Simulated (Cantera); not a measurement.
Ignition delay

Mixture: C2H4 : O2 : N2 : CO2 = 1 : 3 : 11.3 : 0.57 (molar parts), equivalence ratio 1.0, at 1000000 Pa, adiabatic and at constant pressure. Ignition delay is the time to a rise of 400 K.

Cantera simulation using GRI-Mech 3.0 (53 species, 325 reactions); the numbers are that mechanism's predictions, not measurements. GRI-Mech 3.0 was tuned for natural gas; its chemistry of ethylene as a main component is partial and can be far from experiment.

```csv
T0 (K),delay (ms)
1200,1.01
1250,0.305
1300,0.103
1350,0.0381
1400,0.0165
1450,0.00898
1500,0.00581
1550,0.00417
1600,0.00318
```

```yaml
apparent activation energy between 1500 and 1600 K: 120 kJ/mol
```
